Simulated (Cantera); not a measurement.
A closed system holds: 1 mol trisilylamine, 2.8 mol N₂, held at 1900 °C and 0.380 bar.

Method: chemical equilibrium by Gibbs-energy minimisation in Cantera with the NASA 1993 tables (ideal gas, pure condensed phases). Candidate condensed phases: Si, Si₃N₄; 18 gas species. The feed counts by its element totals alone. The tables' values for SiN are old estimates; treat these amounts as uncertain. Gases not in the tables: Si₂H₆ and higher silanes. Rates play no part.

Base state: H₂ 0.572, N₂ 0.421, H 0.00592, Si 0.000744, SiH 0.000162, SiH₂ 0.000150, Si₂N 5.99e-5, SiN 5.31e-5 (mole fractions); condensed: Si(l).

Question: What changes in the equilibrium state with this change: pressure from 0.380 bar to 10.0 mbar?

Answer: 
| species | before | after |
|---|---|---|
| H₂ | 0.572 | 0.531 |
| N₂ | 0.421 | 0.403 |
| H | 0.00592 | 0.0352 |
| Si | 0.000744 | 0.0283 |
| Si₂ | 1.13e-5 | 0.000429 |
| Si₃ | 2.23e-6 | 8.49e-5 |
| SiN | 5.31e-5 | 0.000320 |
| Si₂N | 5.99e-5 | 0.000361 |
| Si(l), mol | 2.99 | 2.74 |
